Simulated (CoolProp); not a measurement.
Vapour-liquid equilibrium of R125 (1) + propylene (2) at 0.974 MPa; x and y are mole fractions of (1).

Model: multi-fluid Helmholtz-energy mixture model, Lemmon 2005 and Lemmon 2013; pair parameters Bell 2016, in CoolProp.

Q: Give the bubble temperature and the first vapour's composition at x = 0.35, 0.5, 0.95. Is there an azeotrope?

A: x = 0.35: 281.0 K, y = 0.430; x = 0.5: 280.0 K, y = 0.527; x = 0.95: 284.0 K, y = 0.920. y crosses x between x = 0.5 and 0.65: the model has an azeotrope there.

The pair parameters rest on a limited set of measurements; away from them the model extrapolates.
